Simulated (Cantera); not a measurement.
Input: 1 mol C2H5OH, 0.44 mol O2, 4.7 mol N2, equilibrated at 1623 K and 13.3 mbar.

These are equilibrium values from Cantera (NASA tables, ideal gas, pure condensed phases), not measurements of a reactor. Candidate condensed phases: C, C6H6, C7H8, C8H18, H2O; 136 gas species. Rates play no part.

Base state: N2 0.490, H2 0.312, CO 0.196, HCN 0.000922, H 0.000335, HNC 2.25e-5, C2H2 (acetylene) 1.09e-5 (mole fractions); condensed: C(graphite).

Task: What changes in the equilibrium state with this change: temperature from 1623 K to 1798.15 K?

Result: 
| species | before | after |
|---|---|---|
| N2 | 0.490 | 0.489 |
| H2 | 0.312 | 0.311 |
| CO | 0.196 | 0.196 |
| HCN | 0.000922 | 0.00237 |
| H | 0.000335 | 0.00170 |
| C2H2 (acetylene) | 1.09e-5 | 5.37e-5 |
| HNC | 2.25e-5 | 8.96e-5 |
| C(graphite), mol | 0.111 | 0.0954 |

Task: What changes in the equilibrium state with this change: temperature from 1623 K to 2675 K?

Result: 
```tsv
species	before	after
N2	0.490	0.438
H	0.000335	0.191
H2	0.312	0.182
CO	0.196	0.177
CN	7.84e-9	0.000659
C2H	<1e-9	3.43e-5
C	<1e-9	3.39e-5
C3	<1e-9	1.11e-5
C(graphite), mol	0.111	0
```

Task: What changes in the equilibrium state with this change: pressure from 13.3 mbar to 14.0 bar?

Result: 
| species | before | after |
|---|---|---|
| N2 | 0.490 | 0.491 |
| H2 | 0.312 | 0.309 |
| CO | 0.196 | 0.196 |
| CH4 | 1.93e-6 | 0.00198 |
| CO2 | 1.25e-7 | 0.000131 |
| H2O | 6.19e-7 | 0.000641 |
| NH3 | 7.17e-8 | 7.41e-5 |
| H | 0.000335 | 1.03e-5 |
| C2H2 (acetylene) | 1.09e-5 | 1.08e-5 |
| C(graphite), mol | 0.111 | 0.0991 |
